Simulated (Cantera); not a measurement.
A perfectly stirred reactor is fed with CO : H₂ : CH₄ : O₂ : N₂ = 1 : 0.71 : 0.34 : 2.4 : 26.4 (molar parts), equivalence ratio 0.64, at 750 Torr; it is adiabatic with a 500 K inlet, and is followed from long to short residence time, starting on the burning branch (τ in s: 0.069, 0.033, 0.016, 0.0077, 0.0037, 0.0018, 0.00087, 0.00042, 0.0002, 9.7e-05).

Computed with Cantera and GRI-Mech 3.0 (53 species, 325 reactions).

Question: What does this change do: inlet temperature 500 to 623 K?

Answer: 
```
quantity                                                                      before                               after
------------------------------------------------  ----------------------------------  ----------------------------------
blow-out, bracketed by the residence times tried  burning at 16.0 ms, out at 7.70 ms  burning at 3.70 ms, out at 1.80 ms
x(CO) at τ = 69.0 ms                                                         0.00179                             0.00103
x(H₂) at τ = 69.0 ms                                                        0.000212                            0.000152
x(CH₄) at τ = 69.0 ms                                                        4.28e-5                             1.87e-5
x(H) at τ = 69.0 ms                                                          2.63e-5                             3.53e-5
x(NO₂) at τ = 69.0 ms                                                        2.41e-9                             4.04e-9
x(CO) at τ = 1.80 ms                                                          0.0324                              0.0324
x(H₂) at τ = 1.80 ms                                                          0.0230                              0.0230
x(CH₄) at τ = 1.80 ms                                                         0.0110                              0.0110
x(H) at τ = 1.80 ms                                                           <1e-12                              <1e-12
x(NO₂) at τ = 1.80 ms                                                         <1e-12                              <1e-12
```

Question: What does this change do: pressure from 750 Torr to 218 Torr?

Answer: 
```tsv
quantity	before	after
blow-out, bracketed by the residence times tried	burning at 16.0 ms, out at 7.70 ms	burning at 16.0 ms, out at 7.70 ms
x(CO) at τ = 69.0 ms	0.00179	0.00254
x(H₂) at τ = 69.0 ms	0.000212	0.000484
x(CH₄) at τ = 69.0 ms	4.28e-5	4.24e-5
x(H) at τ = 69.0 ms	2.63e-5	0.000280
x(NO₂) at τ = 69.0 ms	2.41e-9	4.21e-10
x(CO) at τ = 1.80 ms	0.0324	0.0324
x(H₂) at τ = 1.80 ms	0.0230	0.0230
x(CH₄) at τ = 1.80 ms	0.0110	0.0110
x(H) at τ = 1.80 ms	<1e-12	<1e-12
x(NO₂) at τ = 1.80 ms	<1e-12	<1e-12
```
